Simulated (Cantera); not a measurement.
A closed system holds: 1 mol HMDSO, a varied amount of O2, at 1698.15 K and 218 Torr.

These are equilibrium values from Cantera (NASA tables, ideal gas, pure condensed phases), not measurements of a reactor. Candidate condensed phases: C, C6H6, C7H8, C8H18, H2O, Si, SiC, SiO2; 123 gas species. The feed counts by its element totals alone. Mutual solubility and eutectic melting of coexisting phases are not modelled. The tables hold silica as quartz up to 1696 K and as liquid above; real silica turns to tridymite and cristobalite and melts near 1996 K. Gases not in the tables: Si(OH)4. Kinetics and transport are ignored.

Question: Which condensed phases are stable at each of these points (n(O2) (mol)): 3.4, 4.2, 5.3, 6.5, 8.1, 10, 12, 15, 19, 24?

Answer: 
| n(O2) (mol) | condensed phases | Si condensed (%) |
|---|---|---|
| 3.4 | SiC(s) + SiO2(condensed) | 94.4 |
| 4.2 | SiC(s) + SiO2(condensed) | 94.3 |
| 5.3 | SiO2(condensed) | 100.0 |
| 6.5 | SiO2(condensed) | 100.0 |
| 8.1 | SiO2(condensed) | 100.0 |
| 10 | SiO2(condensed) | 100.0 |
| 12 | SiO2(condensed) | 100.0 |
| 15 | SiO2(condensed) | 100.0 |
| 19 | SiO2(condensed) | 100.0 |
| 24 | SiO2(condensed) | 100.0 |

From 3.4 mol O2 to 4.2 mol O2 the condensed part is SiC(s) + SiO2(condensed). From 5.3 mol O2 to 24 mol O2 the condensed part is SiO2(condensed).
